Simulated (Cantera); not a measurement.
An isothermal, constant-pressure homogeneous reactor starts with C₂H₆ : N₂ = 1 : 20 (molar parts), at 1073 K and 120 Torr. Integrator tolerance rtol = 1e-08.

Model: GRI-Mech 3.0 (53 species, 325 reactions), integrated in Cantera. GRI-Mech 3.0 stops at C3 and has no aromatics, soot or wall deposition, so with more carbon than oxygen in the feed, carbon stays in small species such as C2H2 where larger ones or solid carbon would form.

**Question.** What does this change do: temperature 1073 to 1475 K?

**Answer.** 
| quantity | before | after |
|---|---|---|
| x(C₂H₆) at 8.00 s | 0.000268 (gas-phase equilibrium 1.67e-5) | 1.11e-6 (gas-phase equilibrium 1.12e-8) |
| x(H₂) at 8.00 s | 0.0497 (gas-phase equilibrium 0.0285) | 0.0757 (gas-phase equilibrium 0.0861) |
| x(C₂H₄) at 8.00 s | 0.0341 (gas-phase equilibrium 0.00441) | 0.000187 (gas-phase equilibrium 7.76e-5) |
| x(C₂H) at 8.00 s | 1.13e-12 (gas-phase equilibrium <1e-12) | 6.19e-9 (gas-phase equilibrium 2.77e-9) |
| x(C₂H₂) at 8.00 s | 0.00880 (gas-phase equilibrium 0.00874) | 0.0397 (gas-phase equilibrium 0.0155) |
| x(HCN) at 8.00 s | 1.59e-12 (gas-phase equilibrium 0.0258) | 2.79e-7 (gas-phase equilibrium 0.0553) |
| x(CH₄) at 8.00 s | 0.00396 (gas-phase equilibrium 0.0385) | 0.00783 (gas-phase equilibrium 0.000561) |

**Question.** What does this change do: temperature 1073 to 1723 K?

**Answer.** 
| quantity | before | after |
|---|---|---|
| x(C₂H₆) at 8.00 s | 0.000268 (gas-phase equilibrium 1.67e-5) | 8.69e-10 (gas-phase equilibrium 1.99e-10) |
| x(H₂) at 8.00 s | 0.0497 (gas-phase equilibrium 0.0285) | 0.0867 (gas-phase equilibrium 0.0868) |
| x(C₂H₄) at 8.00 s | 0.0341 (gas-phase equilibrium 0.00441) | 2.44e-5 (gas-phase equilibrium 7.27e-6) |
| x(C₂H) at 8.00 s | 1.13e-12 (gas-phase equilibrium <1e-12) | 4.21e-7 (gas-phase equilibrium 1.25e-7) |
| x(C₂H₂) at 8.00 s | 0.00880 (gas-phase equilibrium 0.00874) | 0.0434 (gas-phase equilibrium 0.0129) |
| x(HCN) at 8.00 s | 1.59e-12 (gas-phase equilibrium 0.0258) | 1.65e-5 (gas-phase equilibrium 0.0610) |
| x(CH₄) at 8.00 s | 0.00396 (gas-phase equilibrium 0.0385) | 0.000107 (gas-phase equilibrium 4.88e-5) |
